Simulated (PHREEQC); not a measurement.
NaOH is added in steps, without added water, to 1 kg of water holding 0.034 mol/kgw CaCl2, 0.017 mol/kgw NaF and 0.00025 mol/kgw KCl, at 25 °C. Oxygen is held at 0.21 atm. CO2 from the air is kept out. No solid was allowed to form.

Base run: PHREEQC, ion-association model, wateq4f.dat. Each further column changes one thing. The table gives CaOH+ (mol/kgw).

```json
[
 {"NaOH added (mol)": "0", "base": "8.86e-8", "diluted 5-fold with water": "1.51e-8", "0.00059 mol/kgw LiF added": "8.98e-8", "solids may form": "1.94e-8"},
 {"NaOH added (mol)": "0.001594", "base": "0.000254", "diluted 5-fold with water": "9.07e-5", "0.00059 mol/kgw LiF added": "0.000254", "solids may form": "0.000219"},
 {"NaOH added (mol)": "0.003187", "base": "0.000504", "diluted 5-fold with water": "0.000177", "0.00059 mol/kgw LiF added": "0.000503", "solids may form": "0.000434"},
 {"NaOH added (mol)": "0.004781", "base": "0.000750", "diluted 5-fold with water": "0.000259", "0.00059 mol/kgw LiF added": "0.000748", "solids may form": "0.000644"},
 {"NaOH added (mol)": "0.006375", "base": "0.000992", "diluted 5-fold with water": "0.000338", "0.00059 mol/kgw LiF added": "0.000989", "solids may form": "0.000850"},
 {"NaOH added (mol)": "0.007969", "base": "0.00123", "diluted 5-fold with water": "0.000413", "0.00059 mol/kgw LiF added": "0.00123", "solids may form": "0.00105"},
 {"NaOH added (mol)": "0.009031", "base": "0.00139", "diluted 5-fold with water": "0.000461", "0.00059 mol/kgw LiF added": "0.00138", "solids may form": "0.00118"},
 {"NaOH added (mol)": "0.01063", "base": "0.00162", "diluted 5-fold with water": "0.000531", "0.00059 mol/kgw LiF added": "0.00161", "solids may form": "0.00138"},
 {"NaOH added (mol)": "0.01222", "base": "0.00184", "diluted 5-fold with water": "0.000598", "0.00059 mol/kgw LiF added": "0.00184", "solids may form": "0.00157"},
 {"NaOH added (mol)": "0.01381", "base": "0.00207", "diluted 5-fold with water": "0.000663", "0.00059 mol/kgw LiF added": "0.00206", "solids may form": "0.00176"},
 {"NaOH added (mol)": "0.01541", "base": "0.00229", "diluted 5-fold with water": "0.000725", "0.00059 mol/kgw LiF added": "0.00228", "solids may form": "0.00194"},
 {"NaOH added (mol)": "0.017", "base": "0.00250", "diluted 5-fold with water": "0.000785", "0.00059 mol/kgw LiF added": "0.00250", "solids may form": "0.00212"}
]
```

In at least one series the solution becomes supersaturated in solids that the run did not let form, among them Fluorite.  Solids allowed in the column 'solids may form': Fluorite, Portlandite, Halite.
